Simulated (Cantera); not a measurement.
Input: 1 mol Fe, 0.26 mol SO2, 68 mol N2, held at 0.00133 bar.

Method: chemical equilibrium by Gibbs-energy minimisation in Cantera with the NASA 1993 tables (ideal gas, pure condensed phases). Candidate condensed phases: Fe, FeO, FeS, FeSO4, FeS2, Fe2O3, Fe2(SO4)3, Fe3O4, S; 19 gas species. Mutual solubility and eutectic melting of coexisting phases are not modelled. The tables' stoichiometric FeO is somewhat more stable than real wüstite, so its field is too wide. FeO: taken at fixed stoichiometry. Rates play no part.

What share of the Fe ends up in condensed phases as a function of T (°C), at 1127, 1177, 1227, 1277, 1327, 1377, 1427, 1477, 1527?


```csv
T (°C),Fe condensed (%),as
1127,99.9,Fe(γ) + FeO(s)
1177,99.7,Fe(γ) + FeO(s)
1227,99.2,Fe(γ) + FeO(s)
1277,97.9,Fe(γ) + FeO(s)
1327,94.4,Fe(γ) + FeO(s)
1377,86.1,Fe(γ) + FeO(l)
1427,67.5,Fe(δ) + FeO(l)
1477,27.6,Fe(δ) + FeO(l)
1527,11.7,FeO(l)
```
